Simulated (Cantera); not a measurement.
Input (Python, Cantera) and output of one run.

```python
import numpy as np
import cantera as ct

gas_names = """
    CL CL2 H HCL H2 Si SiCL SiCL2 SiCL3 SiCL4 SiH SiHCL3 SiH2 SiH2CL2 SiH3 SiH3CL SiH4 Si2 Si3
""".split()
cond_names = """
    Si(cr) Si(L)
""".split()


# ... load() reads the species with a 1 bar reference pressure and builds the phases ...
atoms = {
    'Si': {'Si': 1},
    'HCl': {'H': 1, 'CL': 1},
    'H2': {'H': 2},
}
top_T = {}  # K; cautious upper limits of use, not melting points


# ... equilibrate(T, P, feed) seeds the gas with the atoms and calls Mixture.equilibrate('TP', solver="vcs", rtol=1e-11, max_steps=5000) ...
results = []
T = 948  # K
P = 210000  # Pa
for m in [0.7, 0.86, 1.1, 1.3, 1.6, 1.9, 2.4, 2.9, 3.6, 4.4]:
    feed = {'Si': 1, 'HCl': m, 'H2': 3.1}  # mol
    mix = equilibrate(T, P, feed)
    results.append((T, P, feed, dict(zip(mix.species_names, mix.species_moles))))

top = {s: max(r[3][s] / sum(r[3][g] for g in gas_names) for r in results) for s in gas_names}
cols = sorted((s for s in top if top[s] > 0.001), key=lambda s: -top[s])[:9]
seen = [c for c in cond_names if any(r[3].get(c, 0) > 1e-12 for r in results)]
print("log10 of partial pressures in bar; condensed amounts in mol")
print(f"{'n(HCl)':>10s}" + "".join(f"{s[:9]:>10s}" for s in cols + seen))
for T, P, feed, n in results:
    ng = sum(n[g] for g in gas_names)
    print(f"{feed['HCl']:10.4g}" + "".join(f"{np.log10(max(n[s] / ng * P / 1e5, 1e-99)):10.3f}" for s in cols)
          + "".join(f"{n.get(c, 0):10.4g}" for c in seen))
```

It prints:

```
log10 of partial pressures in bar; condensed amounts in mol
    n(HCl)        H2     SiCL4       HCL    SiHCL3   SiH2CL2    Si(cr)
       0.7     0.295    -1.250    -2.034    -1.267    -2.278    0.8009
      0.86     0.291    -1.162    -2.015    -1.203    -2.239     0.756
       1.1     0.284    -1.061    -1.993    -1.131    -2.195    0.6891
       1.3     0.278    -0.996    -1.979    -1.085    -2.168    0.6334
       1.6     0.271    -0.918    -1.964    -1.030    -2.137    0.5503
       1.9     0.264    -0.857    -1.952    -0.988    -2.113    0.4673
       2.4     0.255    -0.780    -1.937    -0.935    -2.084    0.3295
       2.9     0.246    -0.722    -1.927    -0.895    -2.064     0.192
       3.6     0.235    -0.661    -1.917    -0.855    -2.043 1.228e-05
       4.4     0.213    -0.512    -0.838    -1.808    -4.098         0
```

Method: chemical equilibrium by Gibbs-energy minimisation in Cantera with the NASA 1993 tables (ideal gas, pure condensed phases). The tables' values for SiCl3 are old estimates; treat these amounts as uncertain.
